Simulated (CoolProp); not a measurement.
Vapour-liquid equilibrium of benzene (1) + ethylbenzene (2) at 402.7 K; x and y are mole fractions of (1).

The numbers come from the multi-fluid Helmholtz-energy mixture model, Thol 2012 and Zhou 2012; pair parameters Bell 2016 in CoolProp.

```
x     bubble pressure (bar)  y at the bubble point  dew pressure at overall composition x (bar)  liquid density (mol/L)
----  ---------------------  ---------------------  -------------------------------------------  ----------------------
0.05                 0.9607                  0.159                                          ___                   7.323
0.15                  1.201                    ___                                       0.9530                   7.530
0.25                  1.455                  0.555                                        1.041                   7.745
0.35                  1.724                    ___                                        1.148                   7.970
0.45                  2.008                  0.763                                        1.279                   8.204
0.55                  2.305                  0.831                                        1.445                   8.448
0.65                  2.615                  0.885                                          ___                   8.701
0.75                  2.934                  0.928                                        1.962                   8.965
0.85                  3.259                    ___                                        2.403                     ___
0.95                    ___                  0.989                                        3.139                   9.524
```

**Question.** Some entries are withheld; supply them.

**Answer.** 
- 0.05, dew pressure at overall composition x (bar): 0.8785
- 0.15, y at the bubble point: 0.393
- 0.35, y at the bubble point: 0.673
- 0.65, dew pressure at overall composition x (bar): 1.663
- 0.85, y at the bubble point: 0.962
- 0.85, liquid density (mol/L): 9.239
- 0.95, bubble pressure (bar): 3.587

No azeotrope shows between x = 0.05 and 0.95.

The pair parameters rest on a limited set of measurements; away from them the model extrapolates.
